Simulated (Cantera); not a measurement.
Input (Python, Cantera):

```python
import numpy as np
import cantera as ct

gas = ct.Solution("gri30.yaml")
gas.TPX = 1350, 2666, {'N2O': 1, 'O2': 0.17}
inlet = ct.Reservoir(gas, clone=True)

reactor = ct.IdealGasConstPressureReactor(gas, energy="off", clone=False)
exhaust = ct.Reservoir(gas, clone=True)
tau = [0.44, 0.25, 0.15, 0.083, 0.048, 0.027, 0.016, 0.0089, 0.0051, 0.0029, 0.0017][0]
for a, b in ((inlet, reactor), (reactor, exhaust)):
    ct.MassFlowController(a, b, mdot=lambda t: reactor.mass / tau)
net = ct.ReactorNet([reactor])
show = ['N2O', 'O2', 'NO2', 'O', 'NO']

rows = []
print(f"{'tau/s':>10s}{'T/K':>9s}" + "".join(f"{s:>11s}" for s in show))
for tau in [0.44, 0.25, 0.15, 0.083, 0.048, 0.027, 0.016, 0.0089, 0.0051, 0.0029, 0.0017]:
    net.initial_time = 0.0
    net.advance(30 * tau)
    before = gas.X
    net.advance(40 * tau)
    drift = np.max(np.abs(gas.X - before) / (gas.X + 1e-9))
    rows.append([gas.T, *gas[show].X, drift])
    print(f"{tau:10.3e}{gas.T:9.1f}" + "".join(f"{x:11.3e}" for x in gas[show].X))
```

It prints:

```
     tau/s      T/K        N2O         O2        NO2          O         NO
 4.400e-01   1350.0  7.574e-01  1.685e-01  3.257e-06  1.430e-05  1.174e-02
 2.500e-01   1350.0  7.966e-01  1.592e-01  1.737e-06  1.430e-05  7.014e-03
 1.500e-01   1350.0  8.188e-01  1.539e-01  9.285e-07  1.430e-05  4.326e-03
 8.300e-02   1350.0  8.345e-01  1.501e-01  4.150e-07  1.429e-05  2.437e-03
 4.800e-02   1350.0  8.429e-01  1.481e-01  1.814e-07  1.427e-05  1.422e-03
 2.700e-02   1350.0  8.480e-01  1.469e-01  7.006e-08  1.423e-05  8.026e-04
 1.600e-02   1350.0  8.507e-01  1.462e-01  2.769e-08  1.418e-05  4.752e-04
 8.900e-03   1350.0  8.525e-01  1.458e-01  9.241e-09  1.406e-05  2.628e-04
 5.100e-03   1350.0  8.534e-01  1.456e-01  3.122e-09  1.387e-05  1.487e-04
 2.900e-03   1350.0  8.540e-01  1.455e-01  1.000e-09  1.356e-05  8.268e-05
 1.700e-03   1350.0  8.543e-01  1.454e-01  3.281e-10  1.306e-05  4.672e-05
```

Cantera simulation using GRI-Mech 3.0 (53 species, 325 reactions); the numbers are that mechanism's predictions, not measurements. GRI-Mech 3.0 was tuned for natural gas; its chemistry of N2O as a main component is partial and can be far from experiment. Radical loss at walls, strong at low pressure, is not modelled. The mechanism lacks the step 2 NO + O2 → 2 NO2, which can matter for NO2 below about 1400 K. The temperature is held fixed by assumption; the heat of reaction is taken as removed at once.
